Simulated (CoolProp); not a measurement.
Model: reference Helmholtz-energy equation of state, Schmidt 1985, in CoolProp. Above 300 K oxygen's equation is extrapolated.

Q: For oxygen, give the phase and the density (kg/m³), expansivity (1/kK) at 65.8 K and 3.99 MPa; 89.4 K and 3.99 MPa; 254.8 K and 3.99 MPa.

A: 
- 65.8 K and 3.99 MPa: liquid; density 1260, expansivity 3.51
- 89.4 K and 3.99 MPa: liquid; density 1150, expansivity 4.14
- 254.8 K and 3.99 MPa: gas; density 63.4, expansivity 4.77
